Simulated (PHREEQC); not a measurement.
A solution holds 0.0063 mol/kgw NH3, 0.0065 mol/kgw CO2 and 0.012 mol/kgw K2CO3, at 25 °C. Closed to the air; pH follows from the charge balance.

The numbers come from PHREEQC with the ion-association model, phreeqc.dat.

This is a speciation only: nothing precipitates in the calculation.

Q: Predict the pH, specific conductance, ionic strength.

A: pH 9.88; specific conductance 2910 µS/cm; ionic strength 0.0321 mol/kgw.

Q: In which forms is N present?

A: NH3 78 %, NH4+ 22 % of the N.
